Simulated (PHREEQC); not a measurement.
0.036 g of hydrous ferric oxide (600 m²/g; 0.2 weak and 0.005 strong sites per Fe, Dzombak-Morel constants, diffuse double layer) in 1 kg of water with 0.005 mol/kgw of an inert sodium salt, at 25 °C; the pH is set by adding NaOH or the inert anion's acid. Oxygen alone is held at its pressure in air (log pO2 = -0.68). No CO2 enters from the air. No solid was allowed to form.

Computed with PHREEQC (ion-association model, wateq4f.dat).

```csv
pH,surface charge σ (C/m²),surface potential ψ (mV)
4,0.182,194
4.5,0.131,177
5,(withheld),158
5.5,0.059,137
6,(withheld),114
6.5,0.023,(withheld)
7,0.013,62
7.5,0.006,34
8,0.001,6
8.5,-0.004,-22
9,-0.009,-50
9.5,-0.018,(withheld)
10,-0.030,-103
```

Q: Fill in the missing entries.

A: 
- 5, surface charge σ (C/m²): 0.090
- 6, surface charge σ (C/m²): 0.038
- 6.5, surface potential ψ (mV): 89
- 9.5, surface potential ψ (mV): -77

Complexes and solids missing from the database can't appear.
